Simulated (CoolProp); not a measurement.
A Linde-Hampson liquefier for CF4 (R14): isothermal reversible compression at 320 K from 1 atm to 25 MPa, throttling to 1 atm, return gas leaving the recuperator 5 K below the feed. Each further row changes one setting.

Model: reference Helmholtz-energy equation of state, Platzer 1990, in CoolProp. This equation is an older, rougher fit; its heat capacities, sound speeds and derivatives of the liquid may be far off and weren't checked against measurements.

| case | liquid yield per pass | compression work (kJ/kg of gas) |
|---|---|---|
| as stated | ? | 154 |
| high pressure 50 MPa | 0.238 | ? |
| warm-end temperature 350 K | 0.176 | ? |
| warm-end gap 10 K | ? | 154 |

Problem. Some entries are withheld; supply them.

Solution. 
- as stated, liquid yield per pass: 0.230
- high pressure 50 MPa, compression work (kJ/kg of gas): 178
- warm-end temperature 350 K, compression work (kJ/kg of gas): 173
- warm-end gap 10 K, liquid yield per pass: 0.218
